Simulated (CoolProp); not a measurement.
Aqueous lithium chloride as a coolant, 9 % by mass, freezing at -10.6 °C, 1 atm.

Computed with CoolProp (Melinder's fits for secondary coolants).

| T (°C) | cp (kJ/(kg K)) | conductivity (W/(m K)) | density (kg/m³) | viscosity (mPa s) |
|---|---|---|---|---|
| -6.4 | 3.680 | 0.535 | 1054 | [?] |
| -1.4 | 3.686 | 0.543 | 1054 | [?] |
| 3.6 | 3.693 | 0.550 | 1053 | 2.08 |
| 8.6 | 3.700 | 0.558 | 1052 | 1.81 |
| 13.6 | 3.708 | 0.566 | 1051 | 1.59 |
| 18.6 | 3.715 | 0.574 | 1050 | 1.41 |
| 23.6 | [?] | 0.581 | [?] | [?] |
| 28.6 | 3.731 | 0.589 | 1048 | 1.13 |
| 33.6 | 3.739 | 0.596 | 1046 | [?] |

Q: Fill in the missing entries.

A: 
- -6.4, viscosity (mPa s): 2.89
- -1.4, viscosity (mPa s): 2.43
- 23.6, cp (kJ/(kg K)): 3.723
- 23.6, density (kg/m³): 1049
- 23.6, viscosity (mPa s): 1.26
- 33.6, viscosity (mPa s): 1.02
